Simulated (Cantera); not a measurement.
## MgSO₄ + O₂ (calcination and drying)

A closed system holds: 1 mol MgSO₄, 18 mol O₂, at 1548 K and 82.5 Torr.

Method: chemical equilibrium by Gibbs-energy minimisation in Cantera with the NASA 1993 tables (ideal gas, pure condensed phases). Candidate condensed phases: Mg, MgO, MgS, MgSO₄, S; 14 gas species. Kinetics and transport are ignored.

```
Property                             Result
--------------------------------  ---------
x(O₂)                                 0.949
x(SO₂)                               0.0508
x(SO₃)                             0.000484
x(O)                                2.24e-5
n(MgO(s))                          1.00 mol
gas amount                        19.50 mol
log10 activity of S(l) (absent)      -10.92
log10 activity of Mg(l) (absent)     -14.01
```
